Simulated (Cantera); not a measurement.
Mixture: CO : H2 : CH4 : O2 : N2 = 1 : 0.97 : 1.3 : 5.6 : 21.1 (molar parts), at 2.37 atm, adiabatic and at constant volume. Ignition delay is the time to a rise of 400 K.

Cantera simulation using GRI-Mech 3.0 (53 species, 325 reactions); the numbers are that mechanism's predictions, not measurements.

### Question
Predict: delay at 1073 K; delay at 1273 K; delay at 1473 K; delay at 1673 K; delay at 1873 K; apparent activation energy between 1773 and 1973 K.

### Answer
delay at 1073 K: 1.79 ms
delay at 1273 K: 0.255 ms
delay at 1473 K: 69.3 µs
delay at 1673 K: 26.2 µs
delay at 1873 K: 11.9 µs
apparent activation energy between 1773 and 1973 K: 110 kJ/mol
